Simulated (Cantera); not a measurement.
Diamond growth

A diamond (100) surface in a fixed gas of H2 with x(CH4) = 0.0057, x(CH3) = 0.00025, at 1375 K, 0.0470 bar; coverages are run to steady state.

Detailed kinetics in Cantera: the Harris–Goodwin 1993 mechanism for the reconstructed diamond (100) surface.

| x(H) | growth (µm/h) | θ c6HH | θ c6H* | θ c6*H | θ c6** | θ c6HM |
|---|---|---|---|---|---|---|
| 0.0001 | 0.0155 | 0.699 | 0.0283 | 0.269 | 0.00335 | 4.33e-5 |
| 0.00021 | 0.0755 | 0.581 | 0.0391 | 0.371 | 0.00863 | 6.11e-5 |
| 0.00043 | 0.263 | 0.485 | 0.0473 | 0.449 | 0.0175 | 7.80e-5 |
| 0.00089 | 0.680 | 0.418 | 0.0525 | 0.498 | 0.0294 | 9.54e-5 |
| 0.0018 | 1.29 | 0.380 | 0.0551 | 0.523 | 0.0409 | 0.000112 |
| 0.0038 | 2.00 | 0.357 | 0.0564 | 0.535 | 0.0503 | 0.000128 |
| 0.0078 | 2.68 | 0.346 | 0.0570 | 0.540 | 0.0562 | 0.000137 |
| 0.016 | 3.44 | 0.340 | 0.0573 | 0.542 | 0.0595 | 0.000139 |
| 0.034 | 4.61 | 0.337 | 0.0576 | 0.543 | 0.0614 | 0.000133 |
θ: site fractions in the mechanism's names (c6HH fully hydrogenated, c6H* and c6*H radical sites, c6** diradical, c6HM methylated).
